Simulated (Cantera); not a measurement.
A closed system holds: 1 mol V2O3, 890 mol H2, 41 mol N2, equilibrated at 1675 °C and 1 atm.

These are equilibrium values from Cantera (NASA tables, ideal gas, pure condensed phases), not measurements of a reactor. Candidate condensed phases: H2O, V, VN, VO, V2O3, V2O4, V2O5; 28 gas species. Mutual solubility and eutectic melting of coexisting phases are not modelled. VN, VO: taken at fixed stoichiometry. Condensed phases not in the tables: solid solutions among these carbides, nitrides and lower oxides, V2N. Equilibrium is a limit: real reactors are often held back by kinetics, nucleation or transport.

Base state: H2 0.954, N2 0.0437, H2O 0.00165, H 0.00110 (mole fractions); condensed: VN(s) + VO(s).

### Question
What changes in the equilibrium state with this change: N2 from 41 to 3.2 mol?

### Answer
```csv
species,before,after
H2,0.954,0.994
N2,0.0437,0.00358
H,0.00110,0.00112
H2O,0.00165,0.00112
"VN(s), mol",0.536,0
"VO(s), mol",1.46,2.00
```
VO: taken at fixed stoichiometry.
